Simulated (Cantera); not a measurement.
Feed: 1 mol Si2Cl6, 0.94 mol NH3, 42 mol N2, at 0.158 Torr.

Equilibrium computed with Cantera from the NASA thermochemical tables; the gas is ideal and each condensed phase is pure. Candidate condensed phases: NH4Cl, Si, Si3N4; 28 gas species. The feed counts by its element totals alone. The tables' values for SiCl, SiCl3 are old estimates; treat these amounts as uncertain. Kinetics and transport are ignored. All values below are at 1775 K.

Base state: N2 0.901, SiCl2 0.0409, HCl 0.0386, H2 0.00967, Cl 0.00602, H 0.00196, Si 0.000869, SiCl 0.000497 (mole fractions); condensed: gas only.

Problem. What changes in the equilibrium state with this change: pressure from 0.158 Torr to 0.330 Torr?

Solution. 
```
species    before     after
-------  --------  --------
N2          0.901     0.903
SiCl2      0.0409    0.0416
HCl        0.0386    0.0393
Cl        0.00602   0.00423
Si       0.000869  0.000406
SiCl3    0.000131  0.000196
SiCl     0.000497  0.000342
H         0.00196   0.00136
H2        0.00967   0.00967
```

Problem. What changes in the equilibrium state with this change: NH3 from 0.94 to 0.5 mol?

Solution. 
| species | before | after |
|---|---|---|
| N2 | 0.901 | 0.912 |
| SiCl2 | 0.0409 | 0.0424 |
| HCl | 0.0386 | 0.0296 |
| H2 | 0.00967 | 0.00107 |
| Cl | 0.00602 | 0.0138 |
| Si | 0.000869 | 0.000170 |
| H | 0.00196 | 0.000655 |
| SiCl3 | 0.000131 | 0.000313 |
The tables' values for SiCl3, SiCl are old estimates; treat these amounts as uncertain.
